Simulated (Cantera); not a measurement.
# Adiabatic ignition

An adiabatic, constant-pressure homogeneous reactor starts with 14.8 % CH4, 17.5 % O2, 65.5 % N2, 2.22 % H2O, equivalence ratio 1.7, at 1200 K and 1.01 bar.

Cantera simulation using GRI-Mech 3.0 (53 species, 325 reactions); the numbers are that mechanism's predictions, not measurements.

```
t (s)     T (K)     x CH4     x O2   x H2O    x CH2O      x NO    x C2H2
--------  -----  --------  -------  ------  --------  --------  --------
1.00e-6    1200     0.148    0.175  0.0222    <1e-12    <1e-12    <1e-12
3.98e-6    1200     0.148    0.175  0.0222  9.58e-12    <1e-12    <1e-12
1.58e-5    1200     0.148    0.175  0.0222  1.57e-10    <1e-12    <1e-12
6.31e-5    1200     0.148    0.175  0.0222   2.60e-9    <1e-12    <1e-12
0.000251   1200     0.148    0.175  0.0222   4.88e-8    <1e-12    <1e-12
0.00100    1200     0.148    0.175  0.0222   1.34e-6    <1e-12    <1e-12
0.00398    1200     0.148    0.175  0.0223   2.49e-5    <1e-12  1.18e-11
0.0158     1202     0.148    0.175  0.0225  0.000173    <1e-12   1.04e-9
0.0631     1342     0.122    0.153  0.0465   0.00358  5.45e-12   1.56e-5
0.251      2417  3.76e-12  3.69e-5   0.170   4.65e-9  0.000226    <1e-12
1.00       2417  3.76e-12  3.69e-5   0.170   4.65e-9  0.000226    <1e-12
```
x: mole fraction; the columns are a selection and need not sum to one.

- time of steepest temperature rise: 64.3 ms
- temperature at 1.00 s: 2417 K
- equilibrium temperature: 2417 K
- x(CH4) at 1.00 s: 3.76e-12 (gas-phase equilibrium 4.26e-12)
- x(O2) at 1.00 s: 3.69e-5 (gas-phase equilibrium 3.69e-5)
- x(H2O) at 1.00 s: 0.170 (gas-phase equilibrium 0.170)
